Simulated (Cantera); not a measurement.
Feed: 1 mol SiH₂Cl₂, 0.34 mol O₂, 4.6 mol N₂, 0.76 mol O₃, equilibrated at 500 °C and 830 Pa.

Equilibrium computed with Cantera from the NASA thermochemical tables; the gas is ideal and each condensed phase is pure. Candidate condensed phases: H₂O, NH₄Cl, Si, SiO₂, Si₂N₂O, Si₃N₄; 47 gas species. The numbers say what is thermodynamically allowed, not how fast it happens.

Base state: N₂ 0.665, HCl 0.198, O₂ 0.0466, H₂O 0.0456, Cl₂ 0.0456, Cl 1.15e-5 (mole fractions); condensed: SiO₂(α-quartz).

Task: What changes in the equilibrium state with this change: 0.32 mol H₂O added?

Result: 
```json
[
 {"species": "N₂", "before": "0.665", "after": "0.632"},
 {"species": "HCl", "before": "0.198", "after": "0.211"},
 {"species": "H₂O", "before": "0.0456", "after": "0.0760"},
 {"species": "Cl₂", "before": "0.0456", "after": "0.0320"},
 {"species": "O₂", "before": "0.0466", "after": "0.0499"},
 {"species": "Cl", "before": "1.15e-5", "after": "9.64e-6"},
 {"species": "SiO₂(α-quartz), mol", "before": "1.00", "after": "1.00"}
]
```
